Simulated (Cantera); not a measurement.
What does this Cantera script print?

```python
import numpy as np
import cantera as ct

gas_names = """
    AL ALBr ALBr3 ALH ALN AL2 AL2Br6 Br Br2 H HBr H2 N NH NH2 NH3 N2 N2H2 N2H4
""".split()
cond_names = """
    AL(cr) AL(L) ALBr3(s) ALBr3(L) ALN(s) Br2(cr) Br2(L)
""".split()


# ... load() reads the species with a 1 bar reference pressure and builds the phases ...
atoms = {
    'AlBr3': {'AL': 1, 'Br': 3},
    'NH3': {'N': 1, 'H': 3},
    'N2': {'N': 2},
}
top_T = {'ALN(s)': 2750}  # K; cautious upper limits of use, not melting points


# ... equilibrate(T, P, feed) seeds the gas with the atoms and calls Mixture.equilibrate('TP', solver="vcs", rtol=1e-11, max_steps=5000) ...
results = []
feed = {'AlBr3': 1, 'NH3': 0.4, 'N2': 2.3}  # mol
P = 84000  # Pa
for T in [1500, 1550, 1600, 1650, 1700, 1750, 1800]:
    mix = equilibrate(T, P, feed)
    results.append((T, P, feed, dict(zip(mix.species_names, mix.species_moles))))

top = {s: max(r[3][s] / sum(r[3][g] for g in gas_names) for r in results) for s in gas_names}
cols = sorted((s for s in top if top[s] > 0.0001), key=lambda s: -top[s])[:9]
seen = [c for c in cond_names if any(r[3].get(c, 0) > 1e-12 for r in results)]
print("log10 of partial pressures in bar; condensed amounts in mol")
print(f"{'T/K':>10s}" + "".join(f"{s[:9]:>10s}" for s in cols + seen))
for T, P, feed, n in results:
    ng = sum(n[g] for g in gas_names)
    print(f"{T:10.4g}" + "".join(f"{np.log10(max(n[s] / ng * P / 1e5, 1e-99)):10.3f}" for s in cols)
          + "".join(f"{n.get(c, 0):10.4g}" for c in seen))
```

Output:

```
log10 of partial pressures in bar; condensed amounts in mol
       T/K        N2     ALBr3        H2       HBr      ALBr        Br         H    ALN(s)
      1500    -0.300    -0.739    -1.049    -1.172    -4.073    -3.400    -5.279    0.1098
      1550    -0.300    -0.739    -1.047    -1.178    -3.676    -3.234    -5.025    0.1083
      1600    -0.300    -0.739    -1.046    -1.184    -3.305    -3.078    -4.787    0.1064
      1650    -0.301    -0.740    -1.044    -1.189    -2.957    -2.931    -4.564    0.1037
      1700    -0.301    -0.741    -1.043    -1.195    -2.631    -2.793    -4.353   0.09922
      1750    -0.302    -0.744    -1.043    -1.201    -2.324    -2.664    -4.155   0.09109
      1800    -0.303    -0.751    -1.044    -1.209    -2.035    -2.542    -3.968   0.07625
```

These are equilibrium values from Cantera (NASA tables, ideal gas, pure condensed phases), not measurements of a reactor.
